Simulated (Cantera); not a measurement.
## Stirred combustor or abatement burner

A perfectly stirred reactor is fed with CH4 : O2 : N2 = 1 : 3.7 : 13.9 (molar parts), at 760 Torr; it is adiabatic with a 398 K inlet, and is followed from long to short residence time, starting on the burning branch (τ in s: 0.029, 0.0099, 0.0033, 0.0011, 0.00038, 0.00013, 4.3e-05, 1.4e-05, 4.8e-06).

Cantera simulation using GRI-Mech 3.0 (53 species, 325 reactions); the numbers are that mechanism's predictions, not measurements.

```tsv
τ (s)	T (K)	x CH4	x O2	x C2H6	x N2O	x OH	x O	x NO2
0.029	1624	3.83e-5	0.0915	2.57e-9	8.08e-7	0.00106	0.000220	1.28e-8
0.0099	1613	7.69e-5	0.0918	5.94e-9	7.52e-7	0.00144	0.000424	8.59e-9
0.0033	1591	0.000163	0.0926	1.52e-8	6.06e-7	0.00187	0.000783	5.52e-9
0.0011	1546	0.000390	0.0947	5.58e-8	4.38e-7	0.00217	0.00125	3.64e-9
0.00038	398	0.0538	0.199	<1e-12	<1e-12	<1e-12	<1e-12	<1e-12
0.00013	398	0.0538	0.199	<1e-12	<1e-12	<1e-12	<1e-12	<1e-12
4.3e-5	398	0.0538	0.199	<1e-12	<1e-12	<1e-12	<1e-12	<1e-12
1.4e-5	398	0.0538	0.199	<1e-12	<1e-12	<1e-12	<1e-12	<1e-12
4.8e-6	398	0.0538	0.199	<1e-12	<1e-12	<1e-12	<1e-12	<1e-12
```
x: mole fraction; the columns are a selection and need not sum to one.
